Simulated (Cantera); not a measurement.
Cantera run, input and output.

```python
import numpy as np
import cantera as ct

gas = ct.Solution("gri30.yaml")
gas.TPX = 323, 86000, {'CH4': 1, 'C2H6': 0.71, 'O2': 3.74, 'N2': 28.8}
inlet = ct.Reservoir(gas, clone=True)
gas.equilibrate("HP")  # start burning
reactor = ct.IdealGasConstPressureReactor(gas, energy="on", clone=False)
exhaust = ct.Reservoir(gas, clone=True)
tau = [0.33, 0.13, 0.055, 0.023, 0.0094, 0.0039, 0.0016, 0.00066, 0.00027, 0.00011, 4.7e-05][0]
for a, b in ((inlet, reactor), (reactor, exhaust)):
    ct.MassFlowController(a, b, mdot=lambda t: reactor.mass / tau)
net = ct.ReactorNet([reactor])
show = ['CH4', 'C2H6', 'O2', 'CH3', 'C2H2', 'H2O2', 'O']

rows = []
print(f"{'tau/s':>10s}{'T/K':>9s}" + "".join(f"{s:>11s}" for s in show))
for tau in [0.33, 0.13, 0.055, 0.023, 0.0094, 0.0039, 0.0016, 0.00066, 0.00027, 0.00011, 4.7e-05]:
    net.initial_time = 0.0
    net.advance(30 * tau)
    before = gas.X
    net.advance(40 * tau)
    drift = np.max(np.abs(gas.X - before) / (gas.X + 1e-9))
    rows.append([gas.T, *gas[show].X, drift])
    print(f"{tau:10.3e}{gas.T:9.1f}" + "".join(f"{x:11.3e}" for x in gas[show].X))
```

Output:

```
     tau/s      T/K        CH4       C2H6         O2        CH3       C2H2       H2O2          O
 3.300e-01   1508.3  8.053e-04  1.682e-05  9.423e-04  5.624e-05  7.166e-04  4.454e-09  6.614e-07
 1.300e-01   1499.6  8.261e-04  2.692e-05  1.524e-03  7.987e-05  6.471e-04  8.302e-09  1.644e-06
 5.500e-02   1485.5  9.261e-04  4.371e-05  2.500e-03  1.102e-04  5.547e-04  1.529e-08  3.770e-06
 2.300e-02   1454.4  1.243e-03  8.469e-05  4.762e-03  1.529e-04  4.352e-04  3.339e-08  8.371e-06
 9.400e-03    323.0  2.920e-02  2.073e-02  1.092e-01 -1.174e-24 -9.792e-18 -4.444e-18 -3.331e-30
 3.900e-03    323.0  2.920e-02  2.073e-02  1.092e-01  4.297e-29  3.586e-22  1.628e-22 -2.991e-33
 1.600e-03    323.0  2.920e-02  2.073e-02  1.092e-01  2.714e-30  2.265e-23  1.028e-23 -9.166e-35
 6.600e-04    323.0  2.920e-02  2.073e-02  1.092e-01  1.715e-31  1.431e-24  6.495e-25 -3.866e-36
 2.700e-04    323.0  2.920e-02  2.073e-02  1.092e-01  1.085e-32  9.038e-26  4.102e-26 -2.044e-37
 1.100e-04    323.0  2.920e-02  2.073e-02  1.092e-01  6.920e-34  5.709e-27  2.591e-27 -1.107e-38
 4.700e-05    323.0  2.920e-02  2.073e-02  1.092e-01  4.656e-35  3.606e-28  1.637e-28 -1.297e-39
```

Cantera simulation using GRI-Mech 3.0 (53 species, 325 reactions); the numbers are that mechanism's predictions, not measurements.
